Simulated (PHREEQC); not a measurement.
0.057 g of hydrous ferric oxide (600 m²/g; 0.2 weak and 0.005 strong sites per Fe, Dzombak-Morel constants, diffuse double layer) in 1 kg of water with 0.3 mol/kgw of an inert sodium salt and 0.0019 mmol/kgw NiCl2, at 25 °C; the pH is set by adding NaOH or the inert anion's acid. O2 is buffered at 0.21 atm. CO2 from the air is kept out. No solid was allowed to form.

Base run: PHREEQC, ion-association model, wateq4f.dat. Each further column changes one thing. The table gives surface charge σ (C/m²).

```json
[
 {"pH": "3", "base": "0.368", "background salt from 0.3 to 0.03 mol/kgw": "0.350", "oxide from 0.057 to 0.29 g/kgw": "0.368", "0.00021 mol/kgw PbCl2 added": "0.368"},
 {"pH": "3.38", "base": "0.365", "background salt from 0.3 to 0.03 mol/kgw": "0.329", "oxide from 0.057 to 0.29 g/kgw": "0.365", "0.00021 mol/kgw PbCl2 added": "0.365"},
 {"pH": "4.12", "base": "0.343", "background salt from 0.3 to 0.03 mol/kgw": "0.257", "oxide from 0.057 to 0.29 g/kgw": "0.343", "0.00021 mol/kgw PbCl2 added": "0.344"},
 {"pH": "4.5", "base": "0.318", "background salt from 0.3 to 0.03 mol/kgw": "0.213", "oxide from 0.057 to 0.29 g/kgw": "0.318", "0.00021 mol/kgw PbCl2 added": "0.320"},
 {"pH": "4.88", "base": "0.282", "background salt from 0.3 to 0.03 mol/kgw": "0.170", "oxide from 0.057 to 0.29 g/kgw": "0.282", "0.00021 mol/kgw PbCl2 added": "0.285"},
 {"pH": "5.62", "base": "0.196", "background salt from 0.3 to 0.03 mol/kgw": "0.101", "oxide from 0.057 to 0.29 g/kgw": "0.196", "0.00021 mol/kgw PbCl2 added": "0.229"},
 {"pH": "6", "base": "0.154", "background salt from 0.3 to 0.03 mol/kgw": "0.075", "oxide from 0.057 to 0.29 g/kgw": "0.154", "0.00021 mol/kgw PbCl2 added": "0.231"},
 {"pH": "6.38", "base": "0.117", "background salt from 0.3 to 0.03 mol/kgw": "0.053", "oxide from 0.057 to 0.29 g/kgw": "0.117", "0.00021 mol/kgw PbCl2 added": "0.248"},
 {"pH": "7.12", "base": "0.059", "background salt from 0.3 to 0.03 mol/kgw": "0.025", "oxide from 0.057 to 0.29 g/kgw": "0.058", "0.00021 mol/kgw PbCl2 added": "0.271"},
 {"pH": "7.5", "base": "0.035", "background salt from 0.3 to 0.03 mol/kgw": "0.014", "oxide from 0.057 to 0.29 g/kgw": "0.034", "0.00021 mol/kgw PbCl2 added": "0.271"},
 {"pH": "7.88", "base": "0.014", "background salt from 0.3 to 0.03 mol/kgw": "0.005", "oxide from 0.057 to 0.29 g/kgw": "0.013", "0.00021 mol/kgw PbCl2 added": "0.264"},
 {"pH": "8.62", "base": "-0.026", "background salt from 0.3 to 0.03 mol/kgw": "-0.010", "oxide from 0.057 to 0.29 g/kgw": "-0.028", "0.00021 mol/kgw PbCl2 added": "0.213"},
 {"pH": "9", "base": "-0.049", "background salt from 0.3 to 0.03 mol/kgw": "-0.020", "oxide from 0.057 to 0.29 g/kgw": "-0.051", "0.00021 mol/kgw PbCl2 added": "0.175"}
]
```

The oxide is taken as insoluble; below pH 4 it would dissolve. In at least one series the solution becomes supersaturated in solids that the run did not let form, among them Ni(OH)2.
